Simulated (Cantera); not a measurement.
A closed system holds: 1 mol SiHCl3, 0.0085 mol Cl2, 77 mol N2.

These are equilibrium values from Cantera (NASA tables, ideal gas, pure condensed phases), not measurements of a reactor. Candidate condensed phases: NH4Cl, Si, Si3N4; 28 gas species. N2 is the only nitrogen source here; it is nearly inert below about 1500 K, so the nitride shown seldom forms there in practice. The tables' values for SiCl3 are old estimates. Kinetics and transport are ignored.

Question: What condenses at these points (T in K, P in Pa): (1248, 200000); (1448, 200000); (1048, 1700); (1648, 670); (848, 1700)?

Answer: 
| T (K) | P in Pa | condensed phases | Si condensed (%) |
|---|---|---|---|
| 1248 | 200000 | Si3N4 | 46.7 |
| 1448 | 200000 | Si3N4 | 44.7 |
| 1048 | 1700 | Si3N4 | 47.8 |
| 1648 | 670 | gas only | 0.0 |
| 848 | 1700 | Si3N4 | 47.0 |
